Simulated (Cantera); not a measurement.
# Stirred combustor or abatement burner

A perfectly stirred reactor is fed with 7.55 % CH4, 19.1 % O2, 71.9 % N2, 1.44 % H2O, equivalence ratio 0.79, at 34000 Pa; it is adiabatic with a 548 K inlet, and is followed from long to short residence time, starting on the burning branch (τ in s: 0.023, 0.014, 0.009, 0.0056, 0.0035, 0.0022, 0.0013, 0.00083, 0.00052, 0.00032, 0.0002, 0.00012, 7.8e-05).

Computed with Cantera and GRI-Mech 3.0 (53 species, 325 reactions).

| τ (s) | T (K) | x CH4 | x O2 | x HCO | x NO | x H2 | x HO2 | x H2O |
|---|---|---|---|---|---|---|---|---|
| 0.023 | 2040 | 1.72e-5 | 0.0424 | 2.53e-7 | 0.000176 | 0.00325 | 1.92e-6 | 0.157 |
| 0.014 | 2014 | 2.45e-5 | 0.0432 | 4.14e-7 | 0.000126 | 0.00403 | 2.32e-6 | 0.155 |
| 0.0090 | 1987 | 3.37e-5 | 0.0441 | 6.38e-7 | 9.34e-5 | 0.00482 | 2.80e-6 | 0.153 |
| 0.0056 | 1954 | 4.82e-5 | 0.0451 | 1.01e-6 | 6.86e-5 | 0.00574 | 3.44e-6 | 0.151 |
| 0.0035 | 1919 | 7.00e-5 | 0.0462 | 1.58e-6 | 5.12e-5 | 0.00669 | 4.23e-6 | 0.149 |
| 0.0022 | 1882 | 0.000103 | 0.0474 | 2.45e-6 | 3.89e-5 | 0.00764 | 5.18e-6 | 0.147 |
| 0.0013 | 1839 | 0.000165 | 0.0490 | 4.02e-6 | 2.87e-5 | 0.00866 | 6.53e-6 | 0.144 |
| 0.00083 | 1801 | 0.000254 | 0.0507 | 6.14e-6 | 2.20e-5 | 0.00945 | 8.04e-6 | 0.142 |
| 0.00052 | 1760 | 0.000415 | 0.0530 | 9.63e-6 | 1.63e-5 | 0.0102 | 1.03e-5 | 0.140 |
| 0.00032 | 1716 | 0.000738 | 0.0565 | 1.56e-5 | 1.14e-5 | 0.0108 | 1.44e-5 | 0.139 |
| 0.00020 | 1664 | 0.00148 | 0.0624 | 2.59e-5 | 7.40e-6 | 0.0117 | 2.36e-5 | 0.137 |
| 0.00012 | 548 | 0.0755 | 0.191 | <1e-12 | <1e-12 | <1e-12 | <1e-12 | 0.0144 |
| 7.8e-5 | 548 | 0.0755 | 0.191 | <1e-12 | <1e-12 | <1e-12 | <1e-12 | 0.0144 |
x: mole fraction; the columns are a selection and need not sum to one.
